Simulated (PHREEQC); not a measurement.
PHREEQC input (Pitzer model, pitzer.dat):

```
SOLUTION 1
  temp 25
  units mol/kgw
  pH 7 charge
  Cl 0.0654
  K 0.06
  Na 0.0054
  S(6) 0.0016
  Ca 0.0016
END
USE solution 1
INCREMENTAL_REACTIONS false
REACTION 1
  H2O -1
  0 9.886 18.011 24.689 30.178 34.689 38.397 41.444
  43.949 46.007 47.699 49.089 50.232 51.172 51.944 52.578
  53.1 53.528 53.88 54.17 54.408 54.603 54.764 54.896
  55.005 55.094 55.168 55.228 moles
EQUILIBRIUM_PHASES 1
  Arcanite 0 0
  Glaserite 0 0
  Glauberite 0 0
  Gypsum 0 0
  Anhydrite 0 0
  Halite 0 0
  Mirabilite 0 0
  Misenite 0 0
  Portlandite 0 0
  Sylvite 0 0
  Syngenite 0 0
  Thenardite 0 0
SELECTED_OUTPUT 1
  -reset false
  -pH true
  -pe true
  -ionic_strength true
  -water true
  -activities H2O
  -totals Ca Cl K Na S
  -molalities H+ Na+ K+ Ca+2 Cl- SO4-2 OH- HSO4-
  -equilibrium_phases Arcanite Glaserite Glauberite Gypsum Anhydrite Halite Mirabilite Misenite Portlandite Sylvite
    Syngenite Thenardite
PRINT
  -reset false
END
```

Selected output (columns that matter, 14 of 28 rows; water left (kg) added in front):

```
water left (kg)	pH	mu	Ca	Cl	K	Na	S	m_H+	m_Na+	m_K+	m_Ca+2	la_H2O	Gypsum	Sylvite
1	7.005	0.0718	0.0016	0.0654	0.06	0.0054	0.0016	1.2199e-07	0.0054	0.06	0.0016	-0.00097316	0	0
0.675514	7.0062	0.10629	0.0023686	0.096815	0.088821	0.0079939	0.0023686	1.2465e-07	0.0079939	0.088821	0.0023686	-0.0014278	0	0
0.456313	7.0072	0.15735	0.0035064	0.14332	0.13149	0.011834	0.0035064	1.2719e-07	0.011834	0.13149	0.0035064	-0.0020953	0	0
0.30824	7.0077	0.23294	0.0051908	0.21217	0.19465	0.017519	0.0051908	1.2934e-07	0.017519	0.19465	0.0051908	-0.0030768	0	0
0.208215	7.0071	0.34484	0.0076844	0.3141	0.28816	0.025935	0.0076844	1.3075e-07	0.025935	0.28816	0.0076844	-0.0045229	0	0
0.140655	7.005	0.51047	0.011375	0.46497	0.42658	0.038392	0.011375	1.3087e-07	0.038392	0.42658	0.011375	-0.0066598	0	0
0.0950203	7.0005	0.75563	0.016839	0.68827	0.63144	0.05683	0.016839	1.2893e-07	0.05683	0.63144	0.016839	-0.0098313	0	0
0.0527548	6.9875	1.361	0.030329	1.2397	1.1373	0.10236	0.030329	1.1981e-07	0.10236	1.1373	0.030329	-0.017782	0	0
0.0356396	6.9739	2.0146	0.044894	1.835	1.6835	0.15152	0.044894	1.0756e-07	0.15152	1.6835	0.044894	-0.02665	0	0
0.0240733	6.9573	2.9826	0.066464	2.7167	2.4924	0.22432	0.066464	8.8881e-08	0.22432	2.4924	0.066464	-0.040459	0	0
0.0162659	6.939	4.3698	0.087284	4.0207	3.6887	0.33198	0.087284	6.5316e-08	0.33198	3.6887	0.087284	-0.062369	0.00018024	0
0.0109721	6.9235	5.341	0.091264	4.9759	4.4838	0.49216	0.091264	5.2322e-08	0.49216	4.4838	0.091264	-0.079642	0.00059865	0.010804
0.00739267	6.9044	5.4237	0.089419	5.0661	4.3356	0.73045	0.089419	5.1692e-08	0.73045	4.3356	0.089419	-0.081764	0.00093896	0.027948
0.00497022	6.8759	5.5518	0.086654	5.2052	4.1187	1.0865	0.086654	5.0652e-08	1.0865	4.1187	0.086654	-0.085128	0.0011693	0.039529
```

Complexes and solids missing from the database can't appear.
